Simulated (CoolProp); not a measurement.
A closed Brayton cycle with carbon dioxide: compressor inlet 331.15 K and 8.4 MPa, high pressure 21.5 MPa, turbine inlet 915 K, compressor efficiency 0.89, turbine efficiency 0.93, recuperator effectiveness 0 (on enthalpy, no pinch check). Each further row changes one setting.

The numbers come from the reference Helmholtz-energy equation of state, Span 1996 in CoolProp.

```json
[
 {"case": "as stated", "thermal efficiency (%)": "14.5", "net work (kJ/kg)": "94.5", "compressor to turbine work": "0.34", "compressor exit (K)": "411.6", "turbine exit (K)": "791.1"},
 {"case": "turbine inlet 865 K", "thermal efficiency (%)": "…", "net work (kJ/kg)": "…", "compressor to turbine work": "0.36", "compressor exit (K)": "411.6", "turbine exit (K)": "745.6"},
 {"case": "compressor inlet 341.15 K", "thermal efficiency (%)": "…", "net work (kJ/kg)": "89.2", "compressor to turbine work": "0.38", "compressor exit (K)": "426.1", "turbine exit (K)": "791.1"},
 {"case": "high pressure 18.3 MPa", "thermal efficiency (%)": "…", "net work (kJ/kg)": "80.9", "compressor to turbine work": "0.33", "compressor exit (K)": "…", "turbine exit (K)": "811.8"},
 {"case": "recuperator effectiveness 0.5", "thermal efficiency (%)": "21.8", "net work (kJ/kg)": "94.5", "compressor to turbine work": "0.34", "compressor exit (K)": "411.6", "turbine exit (K)": "791.1"}
]
```

Some entries are withheld; supply them.


- turbine inlet 865 K, thermal efficiency (%): 14.6
- turbine inlet 865 K, net work (kJ/kg): 85.9
- compressor inlet 341.15 K, thermal efficiency (%): 14.2
- high pressure 18.3 MPa, thermal efficiency (%): 12.2
- high pressure 18.3 MPa, compressor exit (K): 397.5
